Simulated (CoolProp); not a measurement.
Hydrogen chloride along the isobar 39400 kPa: density (kg/m³) from the reference equation and from simpler models built on Tc = 51.5 °C, pc = 8314 kPa, ω = 0.130; each cubic takes its own stable root.

The numbers come from the reference Helmholtz-energy equation of state, Thol 2018 in CoolProp.

```tsv
T (°C)	phase	reference	Redlich-Kwong	Soave-Redlich-Kwong	Peng-Robinson
4.45	liquid	1031	896.8	___	1014
10.65	liquid	___	882.7	889.8	___
16.85	liquid	1001	868.5	874.8	979.5
23.05	liquid	985.2	___	859.5	961.7
29.35	liquid	969.1	839.2	843.7	943.2
35.55	liquid	952.9	824.4	827.8	924.6
41.75	liquid	936.4	___	811.7	905.6
47.95	liquid	919.7	794.4	795.2	886.2
54.15	supercritical	902.7	779.2	778.6	866.5
60.35	supercritical	885.4	763.9	761.7	846.6
66.65	supercritical	867.5	748.3	744.4	826.0
72.85	supercritical	849.6	732.9	727.2	___
79.05	supercritical	831.4	717.4	709.8	785.0
```

Q: Fill in the missing entries.

A: 
- 4.45, Soave-Redlich-Kwong: 904.4
- 10.65, reference: 1016
- 10.65, Peng-Robinson: 997.0
- 23.05, Redlich-Kwong: 854.0
- 41.75, Redlich-Kwong: 809.5
- 72.85, Peng-Robinson: 805.6
